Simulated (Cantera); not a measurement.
## Silicon epitaxy and polysilicon growth: SiCl₄ + N₂

Input: 1 mol SiCl₄, 54 mol N₂, held at 1525 °C and 1.43 Torr.

These are equilibrium values from Cantera (NASA tables, ideal gas, pure condensed phases), not measurements of a reactor. Candidate condensed phases: Si, Si₃N₄; 13 gas species. The tables' values for SiCl₃ are old estimates; treat these amounts as uncertain. Rates play no part.

```
Item                                 Result
--------------------------------  ---------
x(N₂)                                 0.950
x(Cl)                                0.0326
x(SiCl₂)                             0.0154
x(SiCl₃)                            0.00181
x(SiCl₄)                           0.000343
x(Cl₂)                              2.07e-5
x(SiCl)                             5.84e-6
gas amount                        56.86 mol
log10 activity of Si(l) (absent)      -3.75
```
